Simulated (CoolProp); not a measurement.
A single-stage vapour-compression cycle with R1336mzz(E): evaporating at 311.15 K (dew point), condensing at 364.15 K (bubble point), superheat 5 K, subcooling 5 K, compressor efficiency 0.65, no pressure losses. Each further row changes one setting.

Values from CoolProp's reference Helmholtz-energy equation of state, Akasaka 2023.

```csv
case,cooling COP,pressure ratio,discharge temperature (K),refrigerating effect (kJ/kg),volumetric capacity (kJ/m³)
as stated,2.63,4.11,367.0,78.1,1620
evaporating temperature 316.15 K,___,3.52,367.2,___,1970
condensing temperature 359.15 K,3.08,3.67,362.3,___,1760
subcooling 10 K,2.86,4.11,367.0,___,1760
superheat 15 K,2.75,4.11,376.9,87.0,1720
compressor efficiency 0.55,2.22,4.11,372.0,78.1,1620
```

Task: Complete the blanks.

Result: 
- evaporating temperature 316.15 K, cooling COP: 3.07
- evaporating temperature 316.15 K, refrigerating effect (kJ/kg): 81.5
- condensing temperature 359.15 K, refrigerating effect (kJ/kg): 85.0
- subcooling 10 K, refrigerating effect (kJ/kg): 85.1
